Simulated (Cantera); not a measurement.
A Cantera script and its output.

```python
import numpy as np
import cantera as ct

gas = ct.Solution("gri30.yaml")
gas.TPX = 1350, 830000, {'CO': 0.0013, 'O2': 0.049, 'H2O': 0.00026, 'N2': 1}
reactor = ct.IdealGasConstPressureReactor(gas, energy="off", clone=False)
net = ct.ReactorNet([reactor])
net.rtol, net.atol = 1e-08, 1e-18
show = ['CO', 'O2', 'H2O', 'H', 'H2']
times = np.geomspace(0.0008, 200, 14)

steps = ct.SolutionArray(gas, extra=["t"])
rows = []
print(f"{'t/s':>10s}{'T/K':>9s}{'P/Pa':>11s}" + "".join(f"{s:>11s}" for s in show))
for t in times:
    while net.time < t:
        t_next = net.step()
        steps.append(gas.state, t=t_next)
    rows.append([np.interp(t, steps.t, y) for y in (steps.T, steps.P, *steps(*show).X.T)])
    print(f"{t:10.3e}{rows[-1][0]:9.1f}{rows[-1][1]:11.4g}" + "".join(f"{x:11.3e}" for x in rows[-1][2:]))
rate = np.gradient(steps.T, steps.t)
print("integrator steps:", len(steps.t))
if steps.T.max() > steps.T[0] + 200:
    print(f"time of steepest temperature rise: {steps.t[rate.argmax()]:.4e} s")
gas.TPX = 1350, 830000, {'CO': 0.0013, 'O2': 0.049, 'H2O': 0.00026, 'N2': 1}
gas.equilibrate("TP")
print(f"equilibrium (TP): T = {gas.T:.1f} K  " + "  ".join(f"{s} {gas[s].X[0]:.3e}" for s in show))
```

Result:

```
       t/s      T/K       P/Pa         CO         O2        H2O          H         H2
 8.000e-04   1350.0    8.3e+05  1.237e-03  4.664e-02  2.474e-04  1.034e-09  2.577e-10
 2.081e-03   1350.0    8.3e+05  1.212e-03  4.663e-02  2.461e-04  2.643e-08  2.996e-08
 5.414e-03   1350.0    8.3e+05  9.679e-04  4.651e-02  2.453e-04  4.253e-08  1.263e-07
 1.409e-02   1350.0    8.3e+05  5.435e-04  4.630e-02  2.458e-04  2.294e-08  7.192e-08
 3.664e-02   1350.0    8.3e+05  1.587e-04  4.612e-02  2.464e-04  6.428e-09  2.097e-08
 9.533e-02   1350.0    8.3e+05  1.646e-05  4.606e-02  2.470e-04  6.869e-10  2.582e-09
 2.480e-01   1350.0    8.3e+05  6.627e-07  4.605e-02  2.473e-04  3.888e-11  2.729e-10
 6.452e-01   1350.0    8.3e+05  1.067e-08  4.605e-02  2.475e-04  8.003e-12  8.594e-11
 1.678e+00   1350.0    8.3e+05  8.091e-10  4.605e-02  2.475e-04  7.549e-12  8.221e-11
 4.366e+00   1350.0    8.3e+05  8.082e-10  4.605e-02  2.475e-04  7.549e-12  8.221e-11
 1.136e+01   1350.0    8.3e+05  8.082e-10  4.605e-02  2.475e-04  7.549e-12  8.221e-11
 2.955e+01   1350.0    8.3e+05  8.082e-10  4.605e-02  2.475e-04  7.549e-12  8.221e-11
 7.688e+01   1350.0    8.3e+05  8.082e-10  4.605e-02  2.475e-04  7.549e-12  8.221e-11
 2.000e+02   1350.0    8.3e+05  8.082e-10  4.605e-02  2.475e-04  7.549e-12  8.221e-11
integrator steps: 1004
equilibrium (TP): T = 1350.0 K  CO 8.097e-10  O2 4.591e-02  H2O 2.475e-04  H 7.558e-12  H2 8.236e-11
```

Computed with Cantera and GRI-Mech 3.0 (53 species, 325 reactions).
